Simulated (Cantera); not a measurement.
Charge: 1 mol Cu, 5.8 mol F₂, 0.25 mol H₂, equilibrated at 0.0100 bar.

Equilibrium computed with Cantera from the NASA thermochemical tables; the gas is ideal and each condensed phase is pure. Candidate condensed phases: Cu, CuF₂; 15 gas species. Rates play no part.

Question: At 1075 °C, list the 4 most abundant gas species with their mole fractions, and the condensed phases.

Answer: F 0.853, CuF₂ 0.0948, HF 0.0474, F₂ 0.00442. Condensed: gas only.
